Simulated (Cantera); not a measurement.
A perfectly stirred reactor is fed with C3H8 : O2 : N2 = 1 : 2.94 : 11.1 (molar parts), at 1.01 bar; it is adiabatic with a 400 K inlet, and is followed from long to short residence time, starting on the burning branch (τ in s: 0.091, 0.034, 0.012, 0.0046, 0.0017, 0.00063, 0.00023, 8.6e-05, 3.2e-05).

Computed with Cantera and GRI-Mech 3.0 (53 species, 325 reactions). GRI-Mech 3.0 was tuned for natural gas; its chemistry of propane as a main component is partial and can be far from experiment.

### Question
What does this change do: 1.4 parts H2O added?

### Answer
```
quantity                                                                        before                                after
------------------------------------------------  ------------------------------------  -----------------------------------
blow-out, bracketed by the residence times tried  burning at 0.630 ms, out at 0.230 ms  burning at 1.70 ms, out at 0.630 ms
x(C3H8) at τ = 91.0 ms                                                         1.76e-6                              3.26e-6
x(O2) at τ = 91.0 ms                                                          0.000281                             0.000550
x(H2O) at τ = 91.0 ms                                                            0.128                                0.186
x(C2H6) at τ = 91.0 ms                                                         1.02e-6                              3.97e-6
x(H) at τ = 91.0 ms                                                           0.000510                             0.000277
x(C3H8) at τ = 1.70 ms                                                         5.81e-5                             0.000147
x(O2) at τ = 1.70 ms                                                           0.00474                              0.00982
x(H2O) at τ = 1.70 ms                                                            0.136                                0.194
x(C2H6) at τ = 1.70 ms                                                         2.32e-5                             0.000103
x(H) at τ = 1.70 ms                                                            0.00146                             0.000725
```

### Question
What does this change do: pressure from 1.01 bar to 5.00 bar?

### Answer
```tsv
quantity	before	after
blow-out, bracketed by the residence times tried	burning at 0.630 ms, out at 0.230 ms	burning at 0.230 ms, out at 86.0 µs
x(C3H8) at τ = 91.0 ms	1.76e-6	7.81e-7
x(O2) at τ = 91.0 ms	0.000281	0.000175
x(H2O) at τ = 91.0 ms	0.128	0.130
x(C2H6) at τ = 91.0 ms	1.02e-6	1.34e-6
x(H) at τ = 91.0 ms	0.000510	0.000152
x(C3H8) at τ = 1.70 ms	5.81e-5	3.30e-5
x(O2) at τ = 1.70 ms	0.00474	0.00379
x(H2O) at τ = 1.70 ms	0.136	0.142
x(C2H6) at τ = 1.70 ms	2.32e-5	3.75e-5
x(H) at τ = 1.70 ms	0.00146	0.000327
```
